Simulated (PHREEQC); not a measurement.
# Brackish or sea water

Synthetic water in mmol/kgw, 20 °C, pH 7.63, pe 2.8:

| constituent | mmol/kgw |
|---|---|
| Na | 338 |
| K | 12.6 |
| Ca | 14.2 |
| Mg | 17.9 |
| Cl | 373 |
| S(6) | 26.6 |
| Alkalinity (meq/kgw) | 0.0904 |
| Zn | 0.0944 |

Valence states are taken as typed.

The numbers come from PHREEQC with the ion-association model, wateq4f.dat.

- ionic strength: 0.448 mol/kgw
- activity of water: 0.987
- charge-balance error: -1.4 %

```tsv
species	molality	activity	log γ
Cl-	0.373	0.244	-0.185
Na+	0.332	0.237	-0.147
SO4-2	0.0159	0.00344	-0.664
Mg+2	0.0150	0.00449	-0.524
K+	0.0123	0.00807	-0.185
Ca+2	0.0123	0.00328	-0.572
NaSO4-	0.00566	0.00396	-0.155
```

This is a speciation only: nothing precipitates in the calculation. Species that the database lacks are ignored.
